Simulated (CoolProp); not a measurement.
Hexamethyldisiloxane (MM) along the isotherm 285.25 °C: fugacity coefficient from the reference equation and from simpler models built on Tc = 245.6 °C, pc = 1931 kPa, ω = 0.418; each cubic takes its own stable root.

The numbers come from the reference Helmholtz-energy equation of state, Thol 2016 in CoolProp.

```
p (kPa)          phase  reference
-------  -------------  ---------
30.5               gas     0.9957
49.3               gas     0.9930
79.7               gas     0.9887
129                gas     0.9817
208                gas     0.9706
336                gas     0.9527
543                gas     0.9240
877                gas     0.8786
1420               gas     0.8070
2290     supercritical     0.6980
3700     supercritical     0.5417
5980     supercritical     0.4094
9660     supercritical     0.3337
```

Question: How far does each simpler model (van der Waals, Redlich-Kwong, Soave-Redlich-Kwong, Peng-Robinson) lie from the reference over these 13 states: mean and median of the absolute difference, and the worst?

Answer: 
- van der Waals: mean 1.7 %, median 0.7 %, worst +12.2 % at 285.25 °C and 9660 kPa
- Redlich-Kwong: mean 0.4 %, median 0.0 %, worst -2.4 % at 285.25 °C and 3700 kPa
- Soave-Redlich-Kwong: mean 2.1 %, median 0.5 %, worst +10.0 % at 285.25 °C and 9660 kPa
- Peng-Robinson: mean 0.5 %, median 0.3 %, worst -1.5 % at 285.25 °C and 2290 kPa
